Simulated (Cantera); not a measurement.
Cantera with NASA thermochemical tables; ideal gases at 1 bar, condensed phases pure. Values are per mole of reaction as written; species without (g) are pure solids or liquids, kept so even where they would boil at 1 bar.

C6H6(g) + 12 NiS = 12 Ni + 3 H2(g) + 6 CS2(g), with ΔH° = 1673.3 kJ and ΔS° = 1273.6 J/K at 300 K.

Question: How far is the shortcut ΔG° ≈ ΔH°(300 K) − T·ΔS°(300 K) from the full temperature-dependent value at 350, 375, 400, 425, 450, 475, 500, 525, 550, 575, 600 K?

Answer: 
```csv
T (K),shortcut (kJ),full (kJ),difference (kJ),difference in log10 K
350,1227.5,1227.4,0.1,-0.01
375,1195.7,1195.5,0.2,-0.03
400,1163.8,1163.5,0.3,-0.04
425,1132.0,1131.5,0.5,-0.06
450,1100.2,1099.5,0.6,-0.07
475,1068.3,1067.5,0.8,-0.09
500,1036.5,1035.5,1.0,-0.10
525,1004.6,1003.5,1.1,-0.11
550,972.8,971.5,1.3,-0.12
575,941.0,939.5,1.4,-0.13
600,909.1,907.5,1.6,-0.14
```
The shortcut ignores the heat-capacity change of the reaction.
